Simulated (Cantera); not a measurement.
Stirred combustor or abatement burner

A perfectly stirred reactor is fed with CH4 : O2 : N2 = 1 : 1.82 : 6.84 (molar parts), at 0.950 bar; it is adiabatic with a 675 K inlet, and is followed from long to short residence time, starting on the burning branch (τ in s: 0.19, 0.096, 0.049, 0.025, 0.013, 0.0065, 0.0033, 0.0017, 0.00086, 0.00044, 0.00022, 0.00011, 5.8e-05).

Detailed kinetics in Cantera: GRI-Mech 3.0 (53 species, 325 reactions).

| τ (s) | T (K) | x CH4 | x O2 | x OH | x C2H | x NO2 | x HCO | x C2H2 |
|---|---|---|---|---|---|---|---|---|
| 0.19 | 2406 | 1.19e-6 | 0.00284 | 0.00517 | 1.27e-12 | 1.97e-7 | 2.54e-8 | 1.45e-10 |
| 0.096 | 2402 | 2.24e-6 | 0.00304 | 0.00534 | 4.02e-12 | 1.83e-7 | 4.03e-8 | 4.50e-10 |
| 0.049 | 2396 | 4.05e-6 | 0.00338 | 0.00561 | 1.20e-11 | 1.63e-7 | 6.89e-8 | 1.29e-9 |
| 0.025 | 2385 | 7.09e-6 | 0.00392 | 0.00603 | 3.30e-11 | 1.38e-7 | 1.24e-7 | 3.31e-9 |
| 0.013 | 2368 | 1.18e-5 | 0.00469 | 0.00659 | 7.96e-11 | 1.12e-7 | 2.25e-7 | 7.41e-9 |
| 0.0065 | 2342 | 1.98e-5 | 0.00584 | 0.00735 | 1.83e-10 | 8.44e-8 | 4.26e-7 | 1.56e-8 |
| 0.0033 | 2307 | 3.25e-5 | 0.00729 | 0.00819 | 3.84e-10 | 6.04e-8 | 8.00e-7 | 3.02e-8 |
| 0.0017 | 2266 | 5.34e-5 | 0.00898 | 0.00901 | 7.75e-10 | 4.15e-8 | 1.48e-6 | 5.74e-8 |
| 0.00086 | 2218 | 9.10e-5 | 0.0109 | 0.00972 | 1.63e-9 | 2.76e-8 | 2.77e-6 | 1.17e-7 |
| 0.00044 | 2167 | 0.000160 | 0.0131 | 0.0102 | 3.62e-9 | 1.86e-8 | 5.17e-6 | 2.60e-7 |
| 0.00022 | 2114 | 0.000302 | 0.0157 | 0.0103 | 9.08e-9 | 1.26e-8 | 9.95e-6 | 6.86e-7 |
| 0.00011 | 2061 | 0.000620 | 0.0194 | 0.00984 | 2.60e-8 | 8.86e-9 | 1.96e-5 | 2.22e-6 |
| 5.8e-5 | 2000 | 0.00141 | 0.0258 | 0.00840 | 8.22e-8 | 6.38e-9 | 3.81e-5 | 9.18e-6 |
x: mole fraction; the columns are a selection and need not sum to one.
